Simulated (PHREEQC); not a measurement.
Make-up at 20 °C: 0.026 mol MgSO4, 0.0078 mol Na2SO4 and 0.00046 mol KBr per kg of water. Closed to the air; pH follows from the charge balance.

Equilibrium calculation in PHREEQC: ion-association model, wateq4f.dat.

```tsv
quantity	before	after
pH	6.96	2.96
ionic strength (mol/kgw)	0.0815	0.0830
SO4-2 (mol/kgw)	0.0219	0.0220
Na+ (mol/kgw)	0.0150	0.0150
NaSO4- (mol/kgw)	0.000633	0.000634
KSO4- (mol/kgw)	2.40e-5	2.40e-5
SI of Mirabilite (Na2SO4:10H2O)	-4.56	-4.56
```

Which change was made?
(A) temperature from 20 to 15 °C
(B) MgSO4 left out
(C) 0.0012 mol/kgw H2SO4 added
(D) 0.015 mol/kgw NaCl added

C, 0.0012 mol/kgw H2SO4 added

No solid was allowed to form.
